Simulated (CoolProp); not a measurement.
m-xylene along the isotherm 620 K: fugacity coefficient from the reference equation and from simpler models built on Tc = 616.9 K, pc = 3.535 MPa, ω = 0.326; each cubic takes its own stable root.

The numbers come from the reference Helmholtz-energy equation of state, Zhou 2012 in CoolProp.

| p (MPa) | phase | reference | van der Waals | Redlich-Kwong | Soave-Redlich-Kwong | Peng-Robinson |
|---|---|---|---|---|---|---|
| 0.0168 | gas | 0.9983 | 0.9986 | 0.9984 | 0.9984 | 0.9982 |
| 0.0271 | gas | 0.9972 | 0.9978 | 0.9974 | 0.9974 | 0.9971 |
| 0.0438 | gas | 0.9956 | 0.9964 | 0.9958 | 0.9959 | 0.9954 |
| 0.0707 | gas | 0.9928 | 0.9941 | 0.9933 | 0.9933 | 0.9925 |
| 0.114 | gas | 0.9885 | 0.9905 | 0.9892 | 0.9892 | 0.9880 |
| 0.185 | gas | 0.9813 | 0.9847 | 0.9825 | 0.9825 | 0.9806 |
| 0.298 | gas | 0.9699 | 0.9753 | 0.9718 | 0.9719 | 0.9688 |
| 0.482 | gas | 0.9515 | 0.9601 | 0.9546 | 0.9547 | 0.9498 |
| 0.778 | gas | 0.9222 | 0.9358 | 0.9270 | 0.9273 | 0.9196 |
| 1.26 | gas | 0.8751 | 0.8961 | 0.8827 | 0.8831 | 0.8714 |
| 2.03 | gas | 0.8011 | 0.8326 | 0.8127 | 0.8133 | 0.7963 |
| 3.28 | gas | 0.6805 | 0.7250 | 0.6977 | 0.6988 | 0.6762 |
| 5.3 | supercritical | 0.4789 | 0.5334 | 0.5030 | 0.5052 | 0.4828 |
